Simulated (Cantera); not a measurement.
# Silicon oxide and oxynitride deposition: HMDSO + H₂O

Feed: 1 mol HMDSO, 28 mol H₂O, held at 0.000200 bar.

These are equilibrium values from Cantera (NASA tables, ideal gas, pure condensed phases), not measurements of a reactor. Candidate condensed phases: C, C₆H₆, C₇H₈, C₈H₁₈, H₂O, Si, SiC, SiO₂; 123 gas species. The feed counts by its element totals alone. The tables hold silica as quartz up to 1696 K and as liquid above; real silica turns to tridymite and cristobalite and melts near 1996 K. Equilibrium is a limit: real reactors are often held back by kinetics, nucleation or transport.

```
T (K)   x H₂  x H₂O   x CO₂     x CO  n SiO₂(α-quartz)  n SiO₂(β-quartz)
-----  -----  -----  ------  -------  ----------------  ----------------
600    0.549  0.311   0.131  0.00818              2.00                 0
700    0.537  0.323   0.119   0.0209              2.00                 0
800    0.521  0.340   0.102   0.0372              2.00                 0
900    0.505  0.356  0.0863   0.0533                 0              2.00
1000   0.491  0.369  0.0724   0.0671                 0              2.00
1100   0.480  0.381  0.0613   0.0783                 0              2.00
1200   0.471  0.389  0.0524   0.0871                 0              2.00
```
x: gas mole fraction; n: condensed amount in mol.

From 600 K to 800 K the condensed part is SiO₂(α-quartz). From 900 K to 1200 K the condensed part is SiO₂(β-quartz).
